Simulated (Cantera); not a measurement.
Input (Python, Cantera) and output of one run.

```python
import numpy as np
import cantera as ct

gas_names = """
    H HO2 H2 H2O H2O2 O OH O2 O3 Si SiH SiH2 SiH3 SiH4 SiO SiO2 Si2 Si3
""".split()
cond_names = """
    H2O(s) H2O(L) Si(cr) Si(L) SiO2(Lqz) SiO2(hqz) SiO2(L)
""".split()


# ... load() reads the species with a 1 bar reference pressure and builds the phases ...
atoms = {
    'Si': {'Si': 1},
    'H2O': {'H': 2, 'O': 1},
    'H2': {'H': 2},
}
top_T = {}  # K; cautious upper limits of use, not melting points


# ... equilibrate(T, P, feed) seeds the gas with the atoms and calls Mixture.equilibrate('TP', solver="vcs", rtol=1e-11, max_steps=5000) ...
results = []
feed = {'Si': 1, 'H2O': 0.76, 'H2': 39}  # mol
P = 133.322  # Pa
for T in [1273, 1348, 1423, 1498, 1573, 1648, 1723, 1798, 1873, 1948, 2023, 2098, 2173]:
    mix = equilibrate(T, P, feed)
    results.append((T, P, feed, dict(zip(mix.species_names, mix.species_moles))))
    x = sorted(zip(gas.X, gas.species_names), reverse=True)
    print(f"T = {T:g} K  P = {P:g} Pa  gas = {mix.phase_moles(0):.4g} mol")
    print("   x: " + "  ".join(f"{s} {v:.3e}" for v, s in x if v > 0.001))
    print("   condensed (mol): " + ("  ".join(f"{mix.phase(i).name} {mix.phase_moles(i):.4g}"
          for i in range(1, mix.n_phases) if mix.phase_moles(i) > 1e-12) or "none"))
```

Output:

```
T = 1273 K  P = 133.322 Pa  gas = 39.88 mol
   x: H2 9.971e-01  SiO 2.910e-03
   condensed (mol): Si(cr) 0.562  SiO2(hqz) 0.322
T = 1348 K  P = 133.322 Pa  gas = 40.48 mol
   x: H2 9.823e-01  SiO 1.768e-02
   condensed (mol): Si(cr) 0.2621  SiO2(hqz) 0.02208
T = 1423 K  P = 133.322 Pa  gas = 40.52 mol
   x: H2 9.811e-01  SiO 1.875e-02
   condensed (mol): Si(cr) 0.2399
T = 1498 K  P = 133.322 Pa  gas = 40.53 mol
   x: H2 9.808e-01  SiO 1.875e-02
   condensed (mol): Si(cr) 0.2396
T = 1573 K  P = 133.322 Pa  gas = 40.54 mol
   x: H2 9.801e-01  SiO 1.874e-02  H 1.102e-03
   condensed (mol): Si(cr) 0.238
T = 1648 K  P = 133.322 Pa  gas = 40.58 mol
   x: H2 9.786e-01  SiO 1.873e-02  H 2.413e-03
   condensed (mol): Si(cr) 0.2312
T = 1723 K  P = 133.322 Pa  gas = 40.65 mol
   x: H2 9.756e-01  SiO 1.870e-02  H 4.933e-03
   condensed (mol): Si(L) 0.2074
T = 1798 K  P = 133.322 Pa  gas = 40.81 mol
   x: H2 9.694e-01  SiO 1.862e-02  H 9.494e-03  Si 2.314e-03
   condensed (mol): Si(L) 0.139
T = 1873 K  P = 133.322 Pa  gas = 41.11 mol
   x: H2 9.584e-01  SiO 1.849e-02  H 1.730e-02  Si 5.526e-03
   condensed (mol): none
T = 1948 K  P = 133.322 Pa  gas = 41.38 mol
   x: H2 9.458e-01  H 3.010e-02  SiO 1.837e-02  Si 5.588e-03
   condensed (mol): none
T = 2023 K  P = 133.322 Pa  gas = 41.8 mol
   x: H2 9.260e-01  H 5.005e-02  SiO 1.818e-02  Si 5.584e-03
   condensed (mol): none
T = 2098 K  P = 133.322 Pa  gas = 42.45 mol
   x: H2 8.966e-01  H 7.980e-02  SiO 1.790e-02  Si 5.532e-03
   condensed (mol): none
T = 2173 K  P = 133.322 Pa  gas = 43.41 mol
   x: H2 8.548e-01  H 1.222e-01  SiO 1.751e-02  Si 5.433e-03
   condensed (mol): none
```

Equilibrium computed with Cantera from the NASA thermochemical tables; the gas is ideal and each condensed phase is pure. Mutual solubility and eutectic melting of coexisting phases are not modelled. The tables hold silica as quartz up to 1696 K and as liquid above; real silica turns to tridymite and cristobalite and melts near 1996 K. Gases not in the tables: Si2H6 and higher silanes.
